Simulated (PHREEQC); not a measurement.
## Reverse-osmosis permeate (model solution)

Model water analysis in mmol/kgw, 25 °C, pH 5.82, pe 11.3: Na 0.0334; K 0.0245; Ca 0.0635; Mg 0.015; Cl 0.103; S(6) 0.000256; Alkalinity (meq/kgw) 0.114; Sr 3.07e-05; Si 0.000243; N(5) 0.0031.

Valence states are taken as typed.

Equilibrium calculation in PHREEQC: ion-association model, phreeqc.dat.

| Property | Value |
|---|---|
| ionic strength | 0.000298 mol/kgw |
| charge-balance error | -1.3 % |

```
species  molality  activity   log γ
-------  --------  --------  ------
CO2      0.000385  0.000385   0.000
HCO3-    0.000115  0.000113  -0.009
Cl-      0.000103  0.000101  -0.009
Ca+2      6.34e-5   5.86e-5  -0.034
Na+       3.34e-5   3.27e-5  -0.009
K+        2.45e-5   2.40e-5  -0.009
Mg+2      1.50e-5   1.38e-5  -0.034
NO3-      3.10e-6   3.04e-6  -0.009
H+        1.54e-6   1.51e-6  -0.008
SO4-2     2.53e-7   2.33e-7  -0.034
H4SiO4    2.43e-7   2.43e-7   0.000
CaHCO3+   8.63e-8   8.46e-8  -0.009
Sr+2      3.06e-8   2.83e-8  -0.034
MgHCO3+   1.87e-8   1.83e-8  -0.009
OH-       6.82e-9   6.69e-9  -0.009
CO3-2     3.79e-9   3.51e-9  -0.034
```

No solid was allowed to form. Complexes and solids missing from the database can't appear.
